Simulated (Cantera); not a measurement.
## Fluorocarbon and chlorocarbon gases: C₂F₆ + HCl + H₂

Feed: 1 mol C₂F₆, 0.011 mol HCl, 2.7 mol H₂, held at 645 Torr.

Cantera equilibrium calculation (NASA polynomials, part measured and part estimated; ideal gas, pure solids and liquids). Candidate condensed phases: C, C₆H₆, C₇H₈, C₈H₁₈; 118 gas species. The feed counts by its element totals alone. Gases not in the tables: C₂F₆ and larger saturated fluorocarbons. Kinetics and transport are ignored.

```json
[
 {"T (K)": "1248", "x HF": "0.971", "x F": "5.33e-9", "x H": "1.43e-10", "x CF₂": "8.09e-8", "x CF₄": "0.0270", "x CF": "<1e-12", "x C₃": "<1e-12", "n C(graphite)": "1.85"},
 {"T (K)": "1448", "x HF": "0.971", "x F": "3.60e-7", "x H": "4.97e-9", "x CF₂": "3.38e-6", "x CF₄": "0.0270", "x CF": "3.65e-11", "x C₃": "<1e-12", "n C(graphite)": "1.85"},
 {"T (K)": "1648", "x HF": "0.971", "x F": "8.74e-6", "x H": "7.43e-8", "x CF₂": "5.62e-5", "x CF₄": "0.0269", "x CF": "4.82e-9", "x C₃": "<1e-12", "n C(graphite)": "1.85"},
 {"T (K)": "1848", "x HF": "0.971", "x F": "0.000106", "x H": "6.29e-7", "x CF₂": "0.000499", "x CF₄": "0.0265", "x CF": "2.18e-7", "x C₃": "<1e-12", "n C(graphite)": "1.85"},
 {"T (K)": "2048", "x HF": "0.969", "x F": "0.000785", "x H": "3.58e-6", "x CF₂": "0.00279", "x CF₄": "0.0248", "x CF": "4.59e-6", "x C₃": "1.02e-10", "n C(graphite)": "1.84"},
 {"T (K)": "2248", "x HF": "0.963", "x F": "0.00388", "x H": "1.57e-5", "x CF₂": "0.0104", "x CF₄": "0.0196", "x CF": "5.32e-5", "x C₃": "7.27e-9", "n C(graphite)": "1.83"},
 {"T (K)": "2448", "x HF": "0.950", "x F": "0.0130", "x H": "6.11e-5", "x CF₂": "0.0241", "x CF₄": "0.00972", "x CF": "0.000361", "x C₃": "2.53e-7", "n C(graphite)": "1.80"},
 {"T (K)": "2648", "x HF": "0.934", "x F": "0.0289", "x H": "0.000245", "x CF₂": "0.0306", "x CF₄": "0.00210", "x CF": "0.00145", "x C₃": "5.06e-6", "n C(graphite)": "1.80"},
 {"T (K)": "2848", "x HF": "0.921", "x F": "0.0465", "x H": "0.000995", "x CF₂": "0.0247", "x CF₄": "0.000247", "x CF": "0.00386", "x C₃": "6.56e-5", "n C(graphite)": "1.83"},
 {"T (K)": "3048", "x HF": "0.906", "x F": "0.0629", "x H": "0.00376", "x CF₂": "0.0163", "x CF₄": "2.44e-5", "x CF": "0.00803", "x C₃": "0.000600", "n C(graphite)": "1.84"},
 {"T (K)": "3248", "x HF": "0.876", "x F": "0.0781", "x H": "0.0125", "x CF₂": "0.0102", "x CF₄": "2.64e-6", "x CF": "0.0145", "x C₃": "0.00414", "n C(graphite)": "1.75"},
 {"T (K)": "3448", "x HF": "0.801", "x F": "0.0967", "x H": "0.0332", "x CF₂": "0.00705", "x CF₄": "4.04e-7", "x CF": "0.0249", "x C₃": "0.0226", "n C(graphite)": "1.23"}
]
```
x: gas mole fraction; n: condensed amount in mol.

From 1248 K to 3448 K the condensed part is C(graphite). The main C-bearing gas is CF₄ at 1248 K and C₃ at 3448 K.
